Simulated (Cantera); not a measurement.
Feed: 1 mol AlCl3, 0.28 mol NH3, 38 mol N2, at 13.3 mbar.

Cantera equilibrium calculation (NASA polynomials, part measured and part estimated; ideal gas, pure solids and liquids). Candidate condensed phases: Al, AlCl3, AlN, NH4Cl; 20 gas species. Equilibrium is a limit: real reactors are often held back by kinetics, nucleation or transport.

Problem. Which condensed phases are stable at each of these points (T (K)): 673, 773, 873, 973, 1073, 1173, 1273, 1373, 1473, 1573, 1673, 1773, 1873?

Solution. 
```tsv
T (K)	condensed phases	Al condensed (%)
673	AlN(s)	15.0
773	AlN(s)	14.2
873	AlN(s)	13.5
973	AlN(s)	12.9
1073	AlN(s)	12.4
1173	AlN(s)	12.0
1273	AlN(s)	11.3
1373	AlN(s)	9.2
1473	gas only	0.0
1573	gas only	0.0
1673	gas only	0.0
1773	gas only	0.0
1873	gas only	0.0
```

From 673 K to 1373 K the condensed part is AlN(s). From 1473 K to 1873 K nothing is condensed.
